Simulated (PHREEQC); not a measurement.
0.2 mol of Atacamite (Cu2(OH)3Cl) is brought to equilibrium with 1 kg of water, at 25 °C under several pressures of CO2. Oxygen is held at 0.21 atm. The run lets Atacamite, Cu(OH)2, Malachite precipitate or redissolve, and no other solid.

Base run: PHREEQC, ion-association model, wateq4f.dat. Each further column changes one thing. The table gives pH.

```tsv
log pCO2 (atm)	base	temperature from 25 to 30 °C
-5	6.31	6.20
-4.5	6.31	6.20
-4	6.15	6.12
-3.5	5.90	5.88
-3	5.66	5.63
-2.5	5.41	5.39
-2	5.17	5.14
-1.5	4.93	4.90
-1	4.70	4.67
-0.5	4.46	4.43
0	4.23	4.20
```
